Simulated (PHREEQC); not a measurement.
Solution (25 °C): 0.12 mol H3PO4 and 0.0081 mol Na2SO4 per kg of water. Closed to the air; pH follows from the charge balance.

All values are PHREEQC results (ion-association model, phreeqc.dat), not measurements.

```json
[
 {"quantity": "pH", "before": "1.64", "after": "1.82"},
 {"quantity": "ionic strength (mol/kgw)", "before": "0.0466", "after": "0.0376"},
 {"quantity": "HSO4- (mol/kgw)", "before": "0.00448", "after": "0.00369"},
 {"quantity": "SO4-2 (mol/kgw)", "before": "0.00349", "after": "0.00424"},
 {"quantity": "NaSO4- (mol/kgw)", "before": "0.000132", "after": "0.000169"}
]
```

Q: Name the change that produced these shifts.
A) temperature from 25 to 80 °C
B) Na2SO4 from 0.0081 to 0.0121 mol/kgw
C) H3PO4 from 0.12 to 0.06 mol/kgw
D) temperature from 25 to 45 °C
E) H3PO4 left out

A: C, H3PO4 from 0.12 to 0.06 mol/kgw

No solid was allowed to form.
